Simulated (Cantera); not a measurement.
A freely propagating, adiabatic, planar premixed flame of 53.5 % H₂, 9.21 % O₂, 34.7 % N₂, 2.57 % H₂O, unburnt at 398 K and 1.10 bar; mixture-averaged transport, grid criteria slope 0.08 and curve 0.16, no radiation.

Computed with Cantera and the H2/O2 subset of GRI-Mech 3.0, which has no nitrogen chemistry. Burning velocities carry a grid error of a few per cent, more on coarse grids.

**Question.** Predict: laminar burning velocity; thermal thickness; peak x(H); peak x(H₂O₂); peak x(OH).

**Answer.** 
```
Item                         Value
------------------------  --------
laminar burning velocity  350 cm/s
thermal thickness         0.354 mm
peak x(H)                   0.0487
peak x(H₂O₂)               4.58e-5
peak x(OH)                0.000983
```
